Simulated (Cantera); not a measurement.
An isothermal, constant-pressure homogeneous reactor starts with H2 : O2 : N2 : H2O = 0.33 : 1 : 1.8 : 0.014 (molar parts), equivalence ratio 0.17, at 1025 K and 1.00 bar.

Detailed kinetics in Cantera: the H2/O2 subset of GRI-Mech 3.0, which has no nitrogen chemistry. The temperature is held fixed by assumption; the heat of reaction is taken as removed at once.

One state of this run: x H2 = 6.41e-6; x O2 = 0.280; x O = 4.85e-10; x H2O = 0.115; x H = 1.28e-11. x: mole fraction; the columns are a selection and need not sum to one.

### Question
Which value of t (s) does it belong to?
(A) 0.0894
(B) 8.00
(C) 1.79
(D) 0.00100

### Answer
C, 1.79
